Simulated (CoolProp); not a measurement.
Saturation properties of dimethyl carbonate (Tc = 557.0 K, pc = 49.09 bar, ω = 0.346).

The numbers come from the reference Helmholtz-energy equation of state, Zhou 2011 in CoolProp.

```tsv
T (K)	p (bar)	liquid density (kg/m³)	enthalpy of vaporisation (kJ/kg)	vapour Z	surface tension (mN/m)
357.6	0.8433	982.1	379.6	0.9747	19.8
367.2	1.147	968.3	372.9	0.9682	18.5
376.7	(withheld)	954.6	366.1	0.9608	17.2
386.2	2.000	940.5	359.2	0.9523	16.0
395.7	(withheld)	926.2	352.0	0.9427	14.7
405.3	3.290	911.4	344.6	0.9316	13.5
414.8	4.133	896.4	336.9	0.9194	12.4
424.3	5.132	881.0	328.9	0.9058	11.2
433.8	6.305	865.2	320.5	0.8907	10.1
443.4	7.688	848.7	311.7	0.8738	9.05
452.9	9.272	831.8	302.4	(withheld)	8.02
462.4	11.09	(withheld)	292.6	0.8351	7.02
472	13.19	795.7	282.0	0.8124	6.05
481.5	15.56	776.3	270.7	0.7876	5.13
491	18.24	755.6	(withheld)	0.7601	4.25
```

### Question
What belongs in the gaps?

### Answer

- 376.7, p (bar): 1.527
- 395.7, p (bar): 2.580
- 452.9, vapour Z: 0.8554
- 462.4, liquid density (kg/m³): 814.3
- 491, enthalpy of vaporisation (kJ/kg): 258.3

It boils at 363.3 K under 1 atm.

Surface tension comes from a separate correlation (Mulero 2014).
